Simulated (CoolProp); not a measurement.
A Linde-Hampson liquefier for ethylene: isothermal reversible compression at 320 K from 1 atm to 40 MPa, throttling to 1 atm, return gas leaving the recuperator 10 K below the feed. Each further row changes one setting.

Model: reference Helmholtz-energy equation of state, Smukala 2000, in CoolProp.

```csv
case,liquid yield per pass,compression work (kJ/kg of gas)
as stated,(withheld),468
high pressure 80 MPa,0.370,(withheld)
warm-end temperature 350 K,(withheld),(withheld)
warm-end gap 15 K,0.407,468
```

Complete the blanks.


- as stated, liquid yield per pass: 0.414
- high pressure 80 MPa, compression work (kJ/kg of gas): 554
- warm-end temperature 350 K, liquid yield per pass: 0.347
- warm-end temperature 350 K, compression work (kJ/kg of gas): 539
